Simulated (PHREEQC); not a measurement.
Nickel, zinc or cadmium bath (model solution)

Consider water at 20 °C with 88 mmol/kgw ZnCl2, 5.4 mmol/kgw H3BO3 and 1.1 mmol/kgw H2SO4. Closed to the air; pH follows from the charge balance.

Equilibrium calculation in PHREEQC: ion-association model, phreeqc.dat.

```json
{
 "pH": "2.77",
 "ionic_strength": "0.247 mol/kgw",
 "density": "1.009 g/cm³",
 "total_alkalinity": "-2.20 meq/kg"
}
```

```tsv
species	molality	activity	log γ
Cl-	0.167	0.117	-0.154
Zn+2	0.0788	0.0220	-0.554
ZnCl+	0.00785	0.00553	-0.152
H3BO3	0.00540	0.00572	0.025
H+	0.00217	0.00172	-0.102
ZnCl2	0.000626	0.000663	0.025
ZnSO4	0.000600	0.000635	0.025
SO4-2	0.000469	0.000128	-0.564
ZnCl3-	0.000120	8.43e-5	-0.152
HSO4-	2.60e-5	1.92e-5	-0.130
```

Precipitation was switched off in this run.
